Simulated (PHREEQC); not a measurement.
Consider water at 20 °C with 0.0074 mol/kgw NH4Cl, 0.0011 mol/kgw Na2B4O7 and 8.6e-05 mol/kgw NaCl. Closed to the air; pH follows from the charge balance.

The numbers come from PHREEQC with the ion-association model, wateq4f.dat.

Precipitation was switched off in this run.

Estimate the pH.

pH 8.72.

In which forms is N present?

NH4+ 84 %, NH3 16 % of the N.
